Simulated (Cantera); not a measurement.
## Adiabatic ignition

An adiabatic, constant-pressure homogeneous reactor starts with CH4 : CO : O2 : N2 = 1 : 0.81 : 6.68 : 25.1 (molar parts), at 1373 K and 0.691 atm.

Cantera simulation using GRI-Mech 3.0 (53 species, 325 reactions); the numbers are that mechanism's predictions, not measurements.

```json
[
 {"t (s)": "7.00e-6", "T (K)": "1373", "x CH4": "0.0298", "x CO": "0.0241", "x O2": "0.199", "x H2O": "7.57e-9", "x CH2O": "2.95e-10", "x C2H2": "<1e-12", "x HO2": "2.26e-8"},
 {"t (s)": "1.84e-5", "T (K)": "1373", "x CH4": "0.0298", "x CO": "0.0241", "x O2": "0.199", "x H2O": "3.64e-8", "x CH2O": "2.59e-9", "x C2H2": "<1e-12", "x HO2": "5.79e-8"},
 {"t (s)": "4.84e-5", "T (K)": "1373", "x CH4": "0.0298", "x CO": "0.0241", "x O2": "0.199", "x H2O": "1.40e-7", "x CH2O": "2.12e-8", "x C2H2": "<1e-12", "x HO2": "1.43e-7"},
 {"t (s)": "0.000127", "T (K)": "1373", "x CH4": "0.0298", "x CO": "0.0241", "x O2": "0.199", "x H2O": "6.05e-7", "x CH2O": "1.73e-7", "x C2H2": "<1e-12", "x HO2": "3.22e-7"},
 {"t (s)": "0.000334", "T (K)": "1373", "x CH4": "0.0298", "x CO": "0.0241", "x O2": "0.199", "x H2O": "3.44e-6", "x CH2O": "1.59e-6", "x C2H2": "<1e-12", "x HO2": "6.07e-7"},
 {"t (s)": "0.000878", "T (K)": "1373", "x CH4": "0.0297", "x CO": "0.0241", "x O2": "0.199", "x H2O": "3.12e-5", "x CH2O": "1.90e-5", "x C2H2": "3.61e-11", "x HO2": "1.19e-6"},
 {"t (s)": "0.00231", "T (K)": "1377", "x CH4": "0.0289", "x CO": "0.0241", "x O2": "0.198", "x H2O": "0.000641", "x CH2O": "0.000311", "x C2H2": "2.98e-8", "x HO2": "8.62e-6"},
 {"t (s)": "0.00607", "T (K)": "2160", "x CH4": "<1e-12", "x CO": "0.00111", "x O2": "0.128", "x H2O": "0.0581", "x CH2O": "<1e-12", "x C2H2": "<1e-12", "x HO2": "2.43e-6"},
 {"t (s)": "0.0159", "T (K)": "2166", "x CH4": "<1e-12", "x CO": "0.000854", "x O2": "0.128", "x H2O": "0.0583", "x CH2O": "<1e-12", "x C2H2": "<1e-12", "x HO2": "2.53e-6"},
 {"t (s)": "0.0419", "T (K)": "2165", "x CH4": "<1e-12", "x CO": "0.000850", "x O2": "0.128", "x H2O": "0.0583", "x CH2O": "<1e-12", "x C2H2": "<1e-12", "x HO2": "2.52e-6"},
 {"t (s)": "0.110", "T (K)": "2163", "x CH4": "<1e-12", "x CO": "0.000840", "x O2": "0.127", "x H2O": "0.0584", "x CH2O": "<1e-12", "x C2H2": "<1e-12", "x HO2": "2.49e-6"},
 {"t (s)": "0.290", "T (K)": "2159", "x CH4": "<1e-12", "x CO": "0.000818", "x O2": "0.126", "x H2O": "0.0584", "x CH2O": "<1e-12", "x C2H2": "<1e-12", "x HO2": "2.44e-6"},
 {"t (s)": "0.761", "T (K)": "2152", "x CH4": "<1e-12", "x CO": "0.000787", "x O2": "0.125", "x H2O": "0.0585", "x CH2O": "<1e-12", "x C2H2": "<1e-12", "x HO2": "2.37e-6"},
 {"t (s)": "2.00", "T (K)": "2149", "x CH4": "<1e-12", "x CO": "0.000772", "x O2": "0.124", "x H2O": "0.0585", "x CH2O": "<1e-12", "x C2H2": "<1e-12", "x HO2": "2.33e-6"}
]
```
x: mole fraction; the columns are a selection and need not sum to one.

The time of steepest temperature rise comes out as 3.35 ms and the temperature at 2.00 s is 2149 K. The equilibrium temperature comes out as 2149 K and the x(CH4) at 2.00 s is <1e-12 (gas-phase equilibrium <1e-12). The x(CO) at 2.00 s is 0.000772 (gas-phase equilibrium 0.000771) and the x(O2) at 2.00 s comes out as 0.124 (gas-phase equilibrium 0.124).
